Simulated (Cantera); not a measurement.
Feed: 1 mol Si, 0.93 mol HCl, 16 mol H2, equilibrated at 1048 K and 18.0 bar.

Cantera equilibrium calculation (NASA polynomials, part measured and part estimated; ideal gas, pure solids and liquids). Candidate condensed phases: Si; 19 gas species. The tables' values for SiCl3 are old estimates; treat these amounts as uncertain. The numbers say what is thermodynamically allowed, not how fast it happens.

Base state: H2 0.979, SiHCl3 0.0101, SiCl4 0.00381, HCl 0.00378, SiH2Cl2 0.00304, SiH3Cl 0.000238, SiCl3 7.53e-5, SiCl2 2.72e-5 (mole fractions); condensed: Si(s).

Problem. What changes in the equilibrium state with this change: temperature from 1048 K to 1575 K?

Solution. 
```csv
species,before,after
H2,0.979,0.958
HCl,0.00378,0.0334
SiCl2,2.72e-5,0.00395
SiHCl3,0.0101,0.00206
SiCl3,7.53e-5,0.000901
SiCl4,0.00381,0.000538
"Si(s), mol",0.712,0.848
```
Gases not in the tables: Si2H6 and higher silanes.
